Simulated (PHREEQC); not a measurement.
Solution (20 °C): 180 mmol/kgw HF, 6.1 mmol/kgw NaF, 0.097 mmol/kgw (NH4)2SiF6 and 150 mmol/kgw HCl. Closed to the air; pH follows from the charge balance.

Model: ion-association model, phreeqc.dat, run in PHREEQC.

No solid was allowed to form.

Task: Predict the pH, ionic strength, density.

Result: pH 0.93; ionic strength 0.153 mol/kgw; density 1.003 g/cm³.

Task: In which forms is F present?

Result: HF 98 %, HF2- 1.1 %, F- 0.9 % of the F.

SiF6-2 is the database's only silicon fluoride.
